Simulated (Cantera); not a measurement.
A perfectly stirred reactor is fed with C2H6 : N2 = 1 : 87 (molar parts), at 0.000420 bar; it is held at 1125 K, and followed from long to short residence time.

Computed with Cantera and GRI-Mech 3.0 (53 species, 325 reactions). GRI-Mech 3.0 stops at C3 and has no aromatics, soot or wall deposition, so with more carbon than oxygen in the feed, carbon stays in small species such as C2H2 where larger ones or solid carbon would form. Radical loss at walls, strong at low pressure, is not modelled.

x: mole fraction; the columns are a selection and need not sum to one.

| τ (s) | x C2H6 | x H | x H2 | x CH4 | x C2H4 | x C2H | x CH2 |
|---|---|---|---|---|---|---|---|
| 4.4 | 0.00974 | 2.92e-6 | 0.00138 | 0.000213 | 0.00142 | 5.69e-12 | 1.02e-8 |
| 1.4 | 0.0111 | ? | ? | ? | ? | <1e-12 | ? |
| 0.45 | 0.0113 | 5.10e-7 | 2.90e-5 | 2.84e-6 | 2.98e-5 | <1e-12 | 3.47e-10 |
| 0.15 | 0.0114 | 8.26e-8 | 1.57e-6 | 3.49e-7 | 1.65e-6 | <1e-12 | 2.60e-11 |
| 0.047 | 0.0114 | ? | ? | ? | ? | <1e-12 | 1.26e-12 |
| 0.015 | 0.0114 | 6.83e-10 | 1.30e-9 | 3.76e-9 | 1.97e-9 | <1e-12 | <1e-12 |
| 0.0049 | 0.0114 | 4.92e-11 | 3.05e-11 | 4.04e-10 | 7.52e-11 | <1e-12 | <1e-12 |

Task: What belongs in the gaps?

Result: 
- 1.4, x H: 1.51e-6
- 1.4, x H2: 0.000260
- 1.4, x CH4: 2.65e-5
- 1.4, x C2H4: 0.000270
- 1.4, x CH2: 2.74e-9
- 0.047, x H: 8.08e-9
- 0.047, x H2: 4.81e-8
- 0.047, x CH4: 3.62e-8
- 0.047, x C2H4: 5.61e-8
